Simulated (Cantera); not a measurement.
# Si + N2O + N2 (thermal oxidation and active oxidation of silicon)

Input: 1 mol Si, 0.86 mol N2O, 4.9 mol N2, equilibrated at 1000 Pa.

Equilibrium computed with Cantera from the NASA thermochemical tables; the gas is ideal and each condensed phase is pure. Candidate condensed phases: Si, SiO2, Si2N2O, Si3N4; 16 gas species. Mutual solubility and eutectic melting of coexisting phases are not modelled. The tables hold silica as quartz up to 1696 K and as liquid above; real silica turns to tridymite and cristobalite and melts near 1996 K. Rates play no part.

```tsv
T (°C)	log p N2	log p SiO	log p Si	log p SiN	n SiO2(β-quartz)	n Si2N2O(s)
750	-2.00	-13.20	<-14	<-14	0.240	0.380
850	-2.00	-10.89	<-14	<-14	0.240	0.380
950	-2.00	-8.96	<-14	<-14	0.240	0.380
1050	-2.00	-7.33	<-14	<-14	0.240	0.380
1150	-2.00	-5.93	-12.82	-13.56	0.240	0.380
1250	-2.00	-4.72	-10.98	-11.91	0.237	0.377
1350	-2.01	-3.66	-9.35	-10.46	0.200	0.340
1450	-2.05	-2.94	-7.67	-8.95	0	0.140
```
log p: log10 of the partial pressure in bar; n: condensed amount in mol.

From 750 °C to 1350 °C the condensed part is SiO2(β-quartz) + Si2N2O(s). At 1450 °C the condensed part is Si2N2O(s).
